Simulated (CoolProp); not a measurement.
A simple Rankine cycle with water: condensing at 302.15 K, boiler at 17.7 MPa, turbine inlet 633.6 K, turbine efficiency 0.9, pump efficiency 0.6, no recuperator. Each further row changes one setting.

Computed with CoolProp (reference Helmholtz-energy equation of state, Wagner 2002).

| case | thermal efficiency (%) | net work (kJ/kg) | heat in (kJ/kg) | turbine exit temperature (K) | volume ratio over the turbine |
|---|---|---|---|---|---|
| as stated | [?] | 888 | 2450 | 302.1 | 2580 |
| turbine inlet 653.6 K | 37.0 | [?] | [?] | 302.1 | [?] |
| condensing temperature 294.15 K | 37.2 | 923 | [?] | 294.1 | 4010 |
| boiler pressure 12.4 MPa | [?] | 1000 | 2740 | 302.1 | 1440 |
| turbine efficiency 0.8 | 32.1 | [?] | 2450 | 302.1 | 2750 |

Problem. Complete the blanks.

Solution. 
- as stated, thermal efficiency (%): 36.3
- turbine inlet 653.6 K, net work (kJ/kg): 974
- turbine inlet 653.6 K, heat in (kJ/kg): 2630
- turbine inlet 653.6 K, volume ratio over the turbine: 2190
- condensing temperature 294.15 K, heat in (kJ/kg): 2480
- boiler pressure 12.4 MPa, thermal efficiency (%): 36.5
- turbine efficiency 0.8, net work (kJ/kg): 786

The expansion ends wet for: as stated; turbine inlet 653.6 K; condensing temperature 294.15 K; boiler pressure 12.4 MPa; turbine efficiency 0.8.
